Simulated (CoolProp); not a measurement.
Model: reference Helmholtz-energy equation of state, Aleksandrov 2011, in CoolProp. It is a short technical equation, of lower accuracy than the large ones.

Task: Give the vapour pressure (bar), liquid density (kg/m³), enthalpy of vaporisation (kJ/kg), liquid cp (kJ/(kg K)) of saturated n-undecane at 139.65, 173.35 °C.

Result: 
```csv
T (°C),p (bar),liquid density (kg/m³),enthalpy of vaporisation (kJ/kg),liquid cp (kJ/(kg K))
139.65,0.202,647,298,2.65
173.35,0.565,619,279,2.79
```
